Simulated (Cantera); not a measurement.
A closed system holds: 1 mol CO2, 0.15 mol O2, 22 mol N2, at 590000 Pa.

Equilibrium computed with Cantera from the NASA thermochemical tables; the gas is ideal and each condensed phase is pure. Candidate condensed phases: C; 24 gas species. Rates play no part.

x: gas mole fraction; nothing condenses.

| T (K) | x N2 | x CO2 | x O2 | x NO |
|---|---|---|---|---|
| 1325 | 0.950 | 0.0432 | 0.00643 | … |
| 1400 | 0.950 | 0.0432 | 0.00641 | … |
| 1475 | 0.950 | 0.0432 | 0.00638 | … |
| 1550 | 0.950 | 0.0432 | 0.00633 | … |
| 1625 | 0.950 | 0.0432 | 0.00628 | … |
| 1700 | 0.950 | 0.0432 | 0.00621 | … |
| 1775 | 0.950 | 0.0432 | 0.00614 | … |
| 1850 | 0.950 | 0.0431 | 0.00606 | … |
| 1925 | 0.950 | 0.0430 | 0.00598 | … |
| 2000 | 0.949 | 0.0429 | 0.00591 | … |
| 2075 | 0.949 | 0.0426 | 0.00588 | … |
| 2150 | 0.949 | 0.0422 | 0.00589 | … |
| 2225 | 0.948 | 0.0416 | 0.00598 | … |
| 2300 | 0.948 | 0.0407 | 0.00616 | … |

Fill in the missing entries.


- 1325, x NO: 8.93e-5
- 1400, x NO: 0.000139
- 1475, x NO: 0.000207
- 1550, x NO: 0.000296
- 1625, x NO: 0.000408
- 1700, x NO: 0.000548
- 1775, x NO: 0.000716
- 1850, x NO: 0.000914
- 1925, x NO: 0.00115
- 2000, x NO: 0.00141
- 2075, x NO: 0.00172
- 2150, x NO: 0.00207
- 2225, x NO: 0.00247
- 2300, x NO: 0.00295
